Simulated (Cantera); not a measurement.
A closed system holds: 1 mol toluene, 0.52 mol O₂, 0.27 mol N₂, equilibrated at 2202 °C and 3.70 bar.

Method: chemical equilibrium by Gibbs-energy minimisation in Cantera with the NASA 1993 tables (ideal gas, pure condensed phases). Candidate condensed phases: C, C₆H₆, C₇H₈, C₈H₁₈, H₂O; 136 gas species. The numbers say what is thermodynamically allowed, not how fast it happens.

Base state: H₂ 0.730, CO 0.195, N₂ 0.0440, HCN 0.0119, H 0.01000, C₂H₂ (acetylene) 0.00710, HNC 0.00135, CH₄ 0.000308 (mole fractions); condensed: C(graphite).

### Question
What changes in the equilibrium state with this change: temperature from 2202 °C to 725 °C?

### Answer
```json
[
 {"species": "H₂", "before": "0.730", "after": "0.591"},
 {"species": "CH₄", "before": "0.000308", "after": "0.126"},
 {"species": "CO", "before": "0.195", "after": "0.104"},
 {"species": "H₂O", "before": "1.36e-5", "after": "0.0925"},
 {"species": "CO₂", "before": "5.94e-7", "after": "0.0235"},
 {"species": "HCN", "before": "0.0119", "after": "9.72e-7"},
 {"species": "N₂", "before": "0.0440", "after": "0.0630"},
 {"species": "H", "before": "0.01000", "after": "<1e-9"},
 {"species": "C₂H₂ (acetylene)", "before": "0.00710", "after": "<1e-9"},
 {"species": "HNC", "before": "0.00135", "after": "1.42e-9"},
 {"species": "C₄H₂", "before": "2.85e-5", "after": "<1e-9"},
 {"species": "C(graphite), mol", "before": "5.81", "after": "5.92"}
]
```

### Question
What changes in the equilibrium state with this change: temperature from 2202 °C to 1225 °C?

### Answer
```tsv
species	before	after
H₂	0.730	0.746
CO	0.195	0.196
N₂	0.0440	0.0511
HCN	0.0119	0.000203
H	0.01000	7.72e-6
C₄H₂	2.85e-5	<1e-9
C₂H₂ (acetylene)	0.00710	6.58e-6
HNC	0.00135	3.41e-6
CO₂	5.94e-7	9.60e-5
C(graphite), mol	5.81	5.94
```
